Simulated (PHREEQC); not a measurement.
A column of 1 m (30 cells, dispersivity 0.05 m, 60 s a shift, diffusion coefficient 3e-10 m²/s) holds 0.04 eq of the database's cation exchanger X per kg of pore water, first in equilibrium with 0.0079 mol SrCl2, 0.013 mol CaCl2 and 1e-05 mol HCl per kg of water. It is flushed with 20 mmol/kgw NH4Cl, 2.1 mmol/kgw KCl and 0.01 mmol/kgw HCl, at 25 °C. Values are for the last cell. CO2 from the air is kept out. No solid was allowed to form.

All values are PHREEQC results (ion-association model, phreeqc.dat), not measurements.

```csv
pore volumes,NH4 in solution (mol/kgw),K in solution (mol/kgw),Ca in solution (mol/kgw),Sr in solution (mol/kgw),Cl in solution (mol/kgw),KX on the exchanger (mol/kgw),CaX2 on the exchanger (mol/kgw)
0,0,0,0.0130,0.00790,0.0418,0,0.0112
0.6167,9.75e-5,4.99e-6,0.0125,0.00759,0.0403,2.67e-6,0.0112
1.217,0.00420,(withheld),0.00674,0.00419,0.0264,0.000210,0.0104
1.817,0.00981,0.000806,0.00358,0.00234,0.0225,0.000713,0.00880
2.417,0.0134,0.00120,0.00224,0.00153,0.0221,0.00123,(withheld)
3.017,0.0154,0.00145,0.00154,0.00110,0.0221,0.00166,0.00634
3.617,0.0165,0.00161,0.00113,0.000846,0.0221,0.00200,0.00552
4.217,0.0173,0.00171,0.000875,0.000679,0.0221,0.00228,(withheld)
4.817,0.0178,0.00179,(withheld),0.000562,0.0221,0.00251,0.00433
5.417,0.0182,0.00184,0.000571,0.000476,0.0221,0.00271,0.00388
6.017,0.0184,0.00188,0.000476,0.000411,0.0221,0.00288,0.00349
```

**Question.** What belongs in the gaps?

**Answer.** 
- 1.217, K in solution (mol/kgw): 0.000300
- 2.417, CaX2 on the exchanger (mol/kgw): 0.00740
- 4.217, CaX2 on the exchanger (mol/kgw): 0.00486
- 4.817, Ca in solution (mol/kgw): 0.000698
